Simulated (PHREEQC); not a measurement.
# Reverse-osmosis permeate: speciation

Model water analysis in mg/L, 20 °C, pH 6.98, pe -1.5:

```csv
constituent,mg/L
Na,4.18
K,0.393
Ca,0.161
Mg,0.414
Cl,0.478
S(6) as SO4,6.95
Alkalinity as HCO3,4.67
Si as SiO2,0.0164
Li,0.0247
F,0.139
Br,0.0258
```

Valence states are taken as typed.

All values are PHREEQC results (ion-association model, wateq4f.dat), not measurements.

Each row changes one thing in this solution. Precipitation was switched off in this run.

```json
[
 {"case": "as made", "HCO3- (mol/kgw)": "7.65e-5", "CO2 (mol/kgw)": "1.89e-5", "MgSO4 (mol/kgw)": "2.11e-7", "NaSO4- (mol/kgw)": "5.85e-8", "CaSO4 (mol/kgw)": "4.61e-8", "CO3-2 (mol/kgw)": "3.27e-8", "SI of Quartz (SiO2)": "-2.51"},
 {"case": "K from 0.393 to 0.786 mg/L", "HCO3- (mol/kgw)": "7.65e-5", "CO2 (mol/kgw)": "1.89e-5", "MgSO4 (mol/kgw)": "2.11e-7", "NaSO4- (mol/kgw)": "5.85e-8", "CaSO4 (mol/kgw)": "4.60e-8", "CO3-2 (mol/kgw)": "3.27e-8", "SI of Quartz (SiO2)": "-2.51"},
 {"case": "all concentrations times 2 at the same typed pH", "HCO3- (mol/kgw)": "0.000153", "CO2 (mol/kgw)": "3.75e-5", "MgSO4 (mol/kgw)": "7.79e-7", "NaSO4- (mol/kgw)": "2.26e-7", "CaSO4 (mol/kgw)": "1.70e-7", "CO3-2 (mol/kgw)": "6.70e-8", "SI of Quartz (SiO2)": "-2.21"},
 {"case": "Na from 4.18 to 2.09 mg/L", "HCO3- (mol/kgw)": "7.65e-5", "CO2 (mol/kgw)": "1.89e-5", "MgSO4 (mol/kgw)": "2.13e-7", "NaSO4- (mol/kgw)": "2.94e-8", "CaSO4 (mol/kgw)": "4.66e-8", "CO3-2 (mol/kgw)": "3.26e-8", "SI of Quartz (SiO2)": "-2.51"},
 {"case": "pH from 6.98 to 7.28 at the same alkalinity", "HCO3- (mol/kgw)": "7.63e-5", "CO2 (mol/kgw)": "9.45e-6", "MgSO4 (mol/kgw)": "2.11e-7", "NaSO4- (mol/kgw)": "5.85e-8", "CaSO4 (mol/kgw)": "4.61e-8", "CO3-2 (mol/kgw)": "6.51e-8", "SI of Quartz (SiO2)": "-2.51"}
]
```

Species that the database lacks are ignored. SiF6-2 is the database's only silicon fluoride.
